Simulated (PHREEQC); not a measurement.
A solution holds 0.0093 mol/kgw CuSO4, 5.5e-05 mol/kgw H2SO4 and 4e-05 mol/kgw KCl, at 25 °C. Closed to the air; pH follows from the charge balance.

Computed with PHREEQC (ion-association model, phreeqc.dat).

Precipitation was switched off in this run.

### Question
Order these S species by the share of S that they hold, largest first: HSO4-, CuSO4, SO4-2.

### Answer
SO4-2 (71 %), CuSO4 (29 %), HSO4- (0.31 %)

The pH is 4.14 and the ionic strength 0.0265 mol/kgw.
